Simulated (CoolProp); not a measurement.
Nitrous oxide at 298.15 K and 2.27 MPa is throttled through a valve to 0.331 MPa with no heat exchange. Each further row changes one setting.

The numbers come from the reference Helmholtz-energy equation of state, Lemmon 2006 in CoolProp. It is a short technical equation, of lower accuracy than the large ones.

```
case                        temperature change (K)  final density (kg/m³)
--------------------------  ----------------------  ---------------------
as stated                                      [?]                    [?]
outlet pressure 0.0993 MPa                     [?]                    [?]
outlet pressure 0.43 MPa                       [?]                    [?]
```

Task: Fill in the missing entries.

Result: 
- as stated, temperature change (K): -23.9
- as stated, final density (kg/m³): 6.54
- outlet pressure 0.0993 MPa, temperature change (K): -27.1
- outlet pressure 0.0993 MPa, final density (kg/m³): 1.95
- outlet pressure 0.43 MPa, temperature change (K): -22.6
- outlet pressure 0.43 MPa, final density (kg/m³): 8.52
